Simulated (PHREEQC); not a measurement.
Consider water at 61 °C with 0.00075 mol/kgw Na2SeO3. Closed to the air; pH follows from the charge balance.

All values are PHREEQC results (ion-association model, wateq4f.dat), not measurements.

- pH: 9.10
- ionic strength: 0.00212 mol/kgw

```csv
species,molality,activity,log γ
Na+,0.00150,0.00142,-0.024
SeO3-2,0.000619,0.000497,-0.095
OH-,0.000131,0.000124,-0.024
HSeO3-,0.000131,0.000124,-0.024
```

This is a speciation only: nothing precipitates in the calculation. Complexes and solids missing from the database can't appear. At this temperature some constants are extrapolated from 25 °C, and those without enthalpy data are left unchanged.
